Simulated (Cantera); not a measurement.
Feed: 1 mol Al(CH3)3, 0.95 mol N2O, 3.5 mol H2, equilibrated at 950 °C and 0.100 bar.

These are equilibrium values from Cantera (NASA tables, ideal gas, pure condensed phases), not measurements of a reactor. Candidate condensed phases: Al, AlN, Al2O3, C, C6H6, C7H8, C8H18, H2O; 148 gas species. The feed counts by its element totals alone. Mutual solubility and eutectic melting of coexisting phases are not modelled. The numbers say what is thermodynamically allowed, not how fast it happens.

Base state: H2 0.911, N2 0.0874, CH4 0.00110, CO 0.000457, HCN 2.70e-5 (mole fractions); condensed: AlN(s) + Al2O3(s) + C(graphite).

### Question
What changes in the equilibrium state with this change: Al(CH3)3 replaced by Al?

### Answer
| species | before | after |
|---|---|---|
| H2 | 0.911 | 0.820 |
| N2 | 0.0874 | 0.180 |
| CH4 | 0.00110 | 0 |
| CO | 0.000457 | 0 |
| HCN | 2.70e-5 | 0 |
| AlN(s), mol | 0.369 | 0.367 |
| Al2O3(s), mol | 0.315 | 0.317 |
| C(graphite), mol | 2.99 | 0 |
